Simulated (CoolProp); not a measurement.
Properties of R407C along the isobar 13.9 MPa (Tc = 359.3 K, pc = 4.632 MPa, ω = 0.363).

Model: reference Helmholtz-energy equation of state, Lemmon 2003, in CoolProp. It is a pseudo-pure fit of the blend.

```
T (K)          phase  Joule-Thomson coefficient (K/MPa)  Prandtl number
-----  -------------  ---------------------------------  --------------
244.1         liquid                            -0.2812            3.92
255.9         liquid                            -0.2568            3.62
267.7         liquid                            -0.2275            3.36
279.5         liquid                            -0.1921            3.13
291.4         liquid                            -0.1488            2.93
303.2         liquid                           -0.09619            2.76
315           liquid                           -0.03135            2.62
326.8         liquid                            0.04942            2.51
338.6         liquid                             0.1511            2.41
350.4         liquid                             0.2805            2.34
362.3  supercritical                             0.4487            2.28
374.1  supercritical                             0.6651            2.24
385.9  supercritical                             0.9442            2.20
397.7  supercritical                              1.292            2.14
409.5  supercritical                              1.689            2.06
421.3  supercritical                              2.086            1.94
```

Viscosity comes from a separate model (Geller 2000). Thermal conductivity comes from a separate model (Geller 2001).
